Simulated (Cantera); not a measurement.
# Thermodynamics of silicon carbide growth, feed SiHCl3 + C2H2 + H2

Input: 1 mol SiHCl3, 0.084 mol C2H2, 1.5 mol H2, held at 510 Pa.

Cantera equilibrium calculation (NASA polynomials, part measured and part estimated; ideal gas, pure solids and liquids). Candidate condensed phases: C, C6H6, C7H8, C8H18, Si, SiC; 109 gas species. The tables' values for SiCl, SiCl3 are old estimates; treat these amounts as uncertain. Gases not in the tables: Si2H6 and higher silanes. The numbers say what is thermodynamically allowed, not how fast it happens.

From 1773 K to 2298 K the condensed part is SiC(s). At 2373 K the condensed part is C(graphite) + SiC(s). From 2448 K to 2598 K nothing is condensed. The main Si-bearing gas is SiCl2 at 1773 K and Si at 2598 K.

| T (K) | x H2 | x HCl | x SiCl2 | x Cl | x H | x Si | x SiCl | x SiC2 | n SiC(s) | n C(graphite) |
|---|---|---|---|---|---|---|---|---|---|---|
| 1773 | 0.398 | 0.366 | 0.226 | 0.00178 | 0.00251 | 8.73e-5 | 0.000369 | 1.12e-8 | 0.168 | 0 |
| 1848 | 0.395 | 0.366 | 0.226 | 0.00329 | 0.00466 | 0.000284 | 0.000774 | 9.08e-8 | 0.168 | 0 |
| 1923 | 0.391 | 0.365 | 0.225 | 0.00579 | 0.00825 | 0.000838 | 0.00152 | 6.25e-7 | 0.168 | 0 |
| 1998 | 0.385 | 0.363 | 0.221 | 0.00979 | 0.0139 | 0.00225 | 0.00282 | 3.76e-6 | 0.168 | 0 |
| 2073 | 0.374 | 0.361 | 0.214 | 0.0161 | 0.0225 | 0.00542 | 0.00485 | 2.05e-5 | 0.167 | 0 |
| 2148 | 0.357 | 0.361 | 0.200 | 0.0258 | 0.0349 | 0.0116 | 0.00767 | 0.000104 | 0.164 | 0 |
| 2223 | 0.331 | 0.360 | 0.180 | 0.0407 | 0.0516 | 0.0219 | 0.0111 | 0.000513 | 0.157 | 0 |
| 2298 | 0.298 | 0.354 | 0.152 | 0.0627 | 0.0732 | 0.0370 | 0.0146 | 0.00243 | 0.131 | 0 |
| 2373 | 0.259 | 0.331 | 0.122 | 0.0911 | 0.0995 | 0.0598 | 0.0181 | 0.0105 | 0.0199 | 0.0148 |
| 2448 | 0.219 | 0.311 | 0.0868 | 0.131 | 0.131 | 0.0801 | 0.0193 | 0.0136 | 0 | 0 |
| 2523 | 0.183 | 0.279 | 0.0552 | 0.179 | 0.167 | 0.0995 | 0.0185 | 0.0133 | 0 | 0 |
| 2598 | 0.152 | 0.236 | 0.0305 | 0.226 | 0.208 | 0.115 | 0.0159 | 0.0128 | 0 | 0 |
x: gas mole fraction; n: condensed amount in mol.
